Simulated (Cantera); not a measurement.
An isothermal, constant-pressure homogeneous reactor starts with 1.52 % C₂H₆, 90.9 % N₂, 7.58 % H₂O, at 1975 K and 13.5 Torr.

Computed with Cantera and GRI-Mech 3.0 (53 species, 325 reactions). Radical loss at walls, strong at low pressure, is not modelled.

x: mole fraction; the columns are a selection and need not sum to one.

```json
[
 {"t (s)": "0.00100", "x C₂H₆": "9.93e-7", "x C₂H": "7.84e-6", "x C₂H₄": "0.00114", "x C₂H₂": "0.0101", "x CH₂": "5.50e-5"},
 {"t (s)": "0.00242", "x C₂H₆": "2.62e-7", "x C₂H": "5.17e-6", "x C₂H₄": "0.000229", "x C₂H₂": "0.0113", "x CH₂": "2.24e-5"},
 {"t (s)": "0.00588", "x C₂H₆": "9.44e-8", "x C₂H": "3.56e-6", "x C₂H₄": "5.49e-5", "x C₂H₂": "0.0115", "x CH₂": "1.07e-5"},
 {"t (s)": "0.0143", "x C₂H₆": "4.49e-8", "x C₂H": "2.82e-6", "x C₂H₄": "2.38e-5", "x C₂H₂": "0.0114", "x CH₂": "6.60e-6"},
 {"t (s)": "0.0346", "x C₂H₆": "2.81e-8", "x C₂H": "2.55e-6", "x C₂H₄": "1.42e-5", "x C₂H₂": "0.0108", "x CH₂": "5.25e-6"},
 {"t (s)": "0.0838", "x C₂H₆": "?", "x C₂H": "?", "x C₂H₄": "?", "x C₂H₂": "?", "x CH₂": "?"},
 {"t (s)": "0.203", "x C₂H₆": "1.36e-8", "x C₂H": "1.44e-6", "x C₂H₄": "5.41e-6", "x C₂H₂": "0.00659", "x CH₂": "3.25e-6"},
 {"t (s)": "0.492", "x C₂H₆": "?", "x C₂H": "?", "x C₂H₄": "?", "x C₂H₂": "?", "x CH₂": "?"},
 {"t (s)": "1.19", "x C₂H₆": "3.29e-10", "x C₂H": "7.91e-8", "x C₂H₄": "1.02e-7", "x C₂H₂": "0.000389", "x CH₂": "4.22e-7"},
 {"t (s)": "2.89", "x C₂H₆": "<1e-12", "x C₂H": "2.37e-10", "x C₂H₄": "1.53e-11", "x C₂H₂": "1.07e-6", "x CH₂": "1.84e-9"},
 {"t (s)": "7.02", "x C₂H₆": "<1e-12", "x C₂H": "<1e-12", "x C₂H₄": "<1e-12", "x C₂H₂": "<1e-12", "x CH₂": "<1e-12"},
 {"t (s)": "17.0", "x C₂H₆": "<1e-12", "x C₂H": "<1e-12", "x C₂H₄": "<1e-12", "x C₂H₂": "<1e-12", "x CH₂": "<1e-12"},
 {"t (s)": "41.2", "x C₂H₆": "<1e-12", "x C₂H": "<1e-12", "x C₂H₄": "<1e-12", "x C₂H₂": "<1e-12", "x CH₂": "<1e-12"},
 {"t (s)": "100", "x C₂H₆": "<1e-12", "x C₂H": "<1e-12", "x C₂H₄": "<1e-12", "x C₂H₂": "<1e-12", "x CH₂": "<1e-12"}
]
```

Question: Some entries are withheld; supply them.

Answer: 
- 0.0838, x C₂H₆: 2.02e-8
- 0.0838, x C₂H: 2.16e-6
- 0.0838, x C₂H₄: 9.32e-6
- 0.0838, x C₂H₂: 0.00930
- 0.0838, x CH₂: 4.38e-6
- 0.492, x C₂H₆: 5.45e-9
- 0.492, x C₂H: 6.21e-7
- 0.492, x C₂H₄: 1.85e-6
- 0.492, x C₂H₂: 0.00299
- 0.492, x CH₂: 1.86e-6
